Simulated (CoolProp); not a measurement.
Vapour-liquid equilibrium of propylene (1) + R134a (2) at 0.0187 MPa; x and y are mole fractions of (1).

Computed with CoolProp (multi-fluid Helmholtz-energy mixture model, Lemmon 2013 and Tillner-Roth 1994; pair parameters Bell 2016).

| x | bubble temperature (K) | y at the bubble point | dew temperature at overall composition x (K) | liquid density (mol/L) |
|---|---|---|---|---|
| 0.05 | 207.7 | 0.434 | 214.9 | 14.59 |
| 0.125 | 201.1 | 0.670 | 213.7 | 14.75 |
| 0.2 | 197.8 | 0.757 | 212.4 | 14.84 |
| 0.275 | 196.1 | 0.795 | 211.1 | 14.88 |
| 0.35 | 195.2 | 0.814 | 209.6 | 14.91 |
| 0.425 | 194.8 | 0.824 | 207.9 | 14.94 |
| 0.5 | 194.6 | 0.829 | 206.1 | 14.96 |
| 0.575 | 194.5 | 0.833 | 204.1 | 15.00 |
| 0.65 | 194.4 | 0.838 | 201.8 | 15.04 |
| 0.725 | 194.3 | 0.846 | 199.0 | 15.09 |
| 0.8 | 194.1 | 0.861 | 195.9 | 15.16 |
| 0.875 | 194.0 | 0.889 | 194.0 | 15.24 |
| 0.95 | 194.0 | 0.941 | 194.0 | 15.33 |

y crosses x between x = 0.875 and 0.95: the model has an azeotrope there.

Pair parameters are fitted to limited data, so mixtures are less certain than the pure fluids. With so large a gap from Raoult's law the liquid may split in two, which this calculation doesn't test in full.
